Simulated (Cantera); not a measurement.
## Ti(OiPr)4 + NH3 + H2 (titanium nitride, carbide and oxide coatings)

Feed: 1 mol Ti(OiPr)4, 25 mol NH3, 51 mol H2, equilibrated at 1975 °C and 0.000670 bar.

Method: chemical equilibrium by Gibbs-energy minimisation in Cantera with the NASA 1993 tables (ideal gas, pure condensed phases). Candidate condensed phases: C, C6H6, C7H8, C8H18, H2O, Ti, TiC, TiN, TiO, TiO2, Ti2O3, Ti3O5, Ti4O7; 139 gas species. The feed counts by its element totals alone. TiC: taken at fixed stoichiometry. The numbers say what is thermodynamically allowed, not how fast it happens.

The x(H2) is 0.643, the x(H) is 0.228 and the x(N2) comes out as 0.0885. The x(CO) is 0.0298, the x(HCN) comes out as 0.00837 and the x(C2H2 (acetylene)) comes out as 0.00213. The x(HNC) comes out as 0.000709, the x(CN) is 0.000115 and the x(Ti) is 8.08e-5. The n(C(graphite)) comes out as 5.19 mol, the n(TiC(s)) comes out as 0.989 mol and the gas amount comes out as 134.3 mol. The log10 activity of Ti(l) (absent) is -3.52 and the log10 activity of Ti2O3(l) (absent) is -20.93. The log10 activity of Ti3O5(l) (absent) is -34.65.
